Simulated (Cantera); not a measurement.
What does this Cantera script print?

```python
import numpy as np
import cantera as ct

gas_names = [...]  # 45 gases of nasa_gas.yaml made of Cu, F, H, N, O
cond_names = """
    Cu(cr) Cu(L) CuF2(s) CuF2(L) CuO(s) CuO2H2(s) Cu2O(s) Cu2O(L) H2O(s) H2O(L)
""".split()


# ... load() reads the species with a 1 bar reference pressure and builds the phases ...
atoms = {
    'CuF2': {'Cu': 1, 'F': 2},
    'H2O': {'H': 2, 'O': 1},
    'N2': {'N': 2},
}
top_T = {'CuO(s)': 1390}  # K; cautious upper limits of use, not melting points


# ... equilibrate(T, P, feed) seeds the gas with the atoms and calls Mixture.equilibrate('TP', solver="vcs", rtol=1e-11, max_steps=5000) ...
results = []
feed = {'CuF2': 1, 'H2O': 0.39, 'N2': 130}  # mol
P = 1000  # Pa
for T in [1025, 1075, 1125, 1175, 1225, 1275, 1325, 1375, 1425, 1475, 1525, 1575, 1625, 1675]:
    mix = equilibrate(T, P, feed)
    results.append((T, P, feed, dict(zip(mix.species_names, mix.species_moles))))

top = {s: max(r[3][s] / sum(r[3][g] for g in gas_names) for r in results) for s in gas_names}
cols = sorted((s for s in top if top[s] > 0.001), key=lambda s: -top[s])[:7]
seen = [c for c in cond_names if any(r[3].get(c, 0) > 1e-12 for r in results)]
print("log10 of partial pressures in bar; condensed amounts in mol")
print(f"{'T/K':>10s}" + "".join(f"{s[:9]:>10s}" for s in cols + seen))
for T, P, feed, n in results:
    ng = sum(n[g] for g in gas_names)
    print(f"{T:10.4g}" + "".join(f"{np.log10(max(n[s] / ng * P / 1e5, 1e-99)):10.3f}" for s in cols)
          + "".join(f"{n.get(c, 0):10.4g}" for c in seen))
```

It prints:

```
log10 of partial pressures in bar; condensed amounts in mol
       T/K        N2       CuF        HF      CuF2        O2   CuF2(s)   Cu2O(s)
      1025    -2.004    -5.134    -4.226    -4.599    -5.079    0.2314    0.1709
      1075    -2.005    -4.688    -4.227    -4.443    -5.002         0    0.1274
      1125    -2.006    -4.417    -4.228    -4.567    -4.916         0   0.06879
      1175    -2.007    -4.228    -4.228    -4.778    -4.833         0         0
      1225    -2.007    -4.228    -4.228    -4.778    -4.834         0         0
      1275    -2.007    -4.228    -4.228    -4.778    -4.835         0         0
      1325    -2.007    -4.228    -4.228    -4.779    -4.837         0         0
      1375    -2.007    -4.228    -4.228    -4.781    -4.839         0         0
      1425    -2.007    -4.226    -4.228    -4.787    -4.842         0         0
      1475    -2.007    -4.222    -4.228    -4.802    -4.846         0         0
      1525    -2.007    -4.214    -4.228    -4.835    -4.850         0         0
      1575    -2.007    -4.200    -4.229    -4.897    -4.855         0         0
      1625    -2.007    -4.183    -4.229    -5.000    -4.861         0         0
      1675    -2.007    -4.164    -4.229    -5.148    -4.869         0         0
```

Method: chemical equilibrium by Gibbs-energy minimisation in Cantera with the NASA 1993 tables (ideal gas, pure condensed phases). Mutual solubility and eutectic melting of coexisting phases are not modelled.
